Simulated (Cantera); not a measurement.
## Transport properties of process gases

Gas mixture: 12.9 % CO2, 87.1 % O2, at 0.000592 atm, frozen composition.

Cantera's kinetic-theory transport with the Lennard-Jones parameters of GRI-Mech 3.0, ideal gas; thermal conductivity in the mixture-averaged form.

```
T (K)  ρ (kg/m³)  cp (J/kg/K)  μ (µPa s)  λ (mW/m/K)     Pr  D (cm²/s) C2H2  D (cm²/s) H  D (cm²/s) CH4
-----  ---------  -----------  ---------  ----------  -----  --------------  -----------  -------------
400     0.000605        940.8       24.6        32.6  0.711             454         3470            614
550     0.000440        997.2       31.1        43.7  0.710             799         6050           1070
700     0.000346         1047       36.8        54.1  0.712            1210         9150           1620
850     0.000285         1085       42.0        63.9  0.714            1690        12700           2250
1000    0.000242         1114       46.8        73.0  0.715            2230        16700           2960
1150    0.000210         1136       51.4        81.7  0.714            2820        21100           3740
```
D: mixture-averaged diffusion coefficient of that species in the mixture.
